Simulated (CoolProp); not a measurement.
Computed with CoolProp (reference Helmholtz-energy equation of state, Thol 2017).

For decamethyltetrasiloxane (MD2M), give the phase and the Z, speed of sound (m/s), fugacity coefficient at 9.25 °C and 1440 kPa; 41.85 °C and 1440 kPa; 52.65 °C and 1440 kPa.


- 9.25 °C and 1440 kPa: liquid; Z 0.220, speed of sound 993, fugacity coefficient 1.18e-5
- 41.85 °C and 1440 kPa: liquid; Z 0.205, speed of sound 885, fugacity coefficient 0.000156
- 52.65 °C and 1440 kPa: liquid; Z 0.201, speed of sound 852, fugacity coefficient 0.000318
